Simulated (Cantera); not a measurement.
Charge: 1 mol CO, 76 mol H2, at 1950 K and 16.0 bar.

Method: chemical equilibrium by Gibbs-energy minimisation in Cantera with the NASA 1993 tables (ideal gas, pure condensed phases). Candidate condensed phases: C, C6H6, C7H8, C8H18, H2O; 110 gas species. Equilibrium is a limit: real reactors are often held back by kinetics, nucleation or transport.

Q: What is the equilibrium state?

A: 
- x(H2): 0.986
- x(CO): 0.0125
- x(H2O): 0.000467
- x(CH4): 0.000461
- x(H): 0.000285
- x(CH3): 2.65e-6
- x(C2H2 (acetylene)): 2.00e-6
- x(CO2): 1.35e-6
- gas amount: 76.94 mol
- log10 activity of C(graphite) (absent): -1.22
